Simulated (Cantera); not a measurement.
An isothermal, constant-pressure homogeneous reactor starts with NO : N₂ = 1 : 1.1 (molar parts), at 1825 K and 2000 Pa.

Computed with Cantera and GRI-Mech 3.0 (53 species, 325 reactions). Radical loss at walls, strong at low pressure, is not modelled.

Question: Predict: x(NO) at 9.00 s; x(N₂O) at 9.00 s; x(NO₂) at 9.00 s; x(O₂) at 9.00 s; x(O) at 9.00 s; x(N₂) at 9.00 s.

Answer: 
```json
{
  "x(NO) at 9.00 s": "0.441 (gas-phase equilibrium 0.00472)",
  "x(N₂O) at 9.00 s": "6.68e-5 (gas-phase equilibrium 3.75e-8)",
  "x(NO₂) at 9.00 s": "4.21e-5 (gas-phase equilibrium 1.68e-6)",
  "x(O₂) at 9.00 s": "0.0176 (gas-phase equilibrium 0.235)",
  "x(O) at 9.00 s": "0.000187 (gas-phase equilibrium 0.000530)",
  "x(N₂) at 9.00 s": "0.541 (gas-phase equilibrium 0.759)"
}
```
